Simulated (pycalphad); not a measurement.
Computed with pycalphad from the COST 507 light-alloy database (1999), at 1 atm. The data set is of 1999 and partly superseded. Phase fractions are per mole of atoms.

### Question
Give the equilibrium state of Al-0.2063Si-1.723Fe (wt.%) at 257 °C.

### Answer
```
T = 530.00 K, P = 101325 Pa, N = 1 mol of atoms
G = -17776 J/mol, H = 4983 J/mol, S = 42.94 J/(mol K)  (SER reference)
chemical potentials (J/mol): Al -16849, Si -21143, Fe -126201
phase             fraction      x(Al)      x(Si)      x(Fe)
FCC_A1              0.9590     1.0000   2.85e-05   1.61e-07
ALFESI_ALPHA        0.0273     0.7378     0.0722     0.1900
AL13FE4             0.0137     0.7647      6e-06     0.2353
```

### Question
Give the equilibrium state of Al-0.2063Si-1.723Fe (wt.%) at 617 °C.

### Answer
```
T = 890.00 K, P = 101325 Pa, N = 1 mol of atoms
G = -36158 J/mol, H = 15767 J/mol, S = 58.34 J/(mol K)  (SER reference)
chemical potentials (J/mol): Al -35292, Si -42476, Fe -136656
phase             fraction      x(Al)      x(Si)      x(Fe)
FCC_A1              0.9652     0.9978     0.0020   0.000152
AL13FE4             0.0348     0.7614     0.0016     0.2370
```

Database names, with the compositions (at.%) that they take in these runs: AL13FE4: Al 76 Fe 24; ALFESI_ALPHA: Al 74 Fe 19 Si 7. FCC_A1 is fcc.
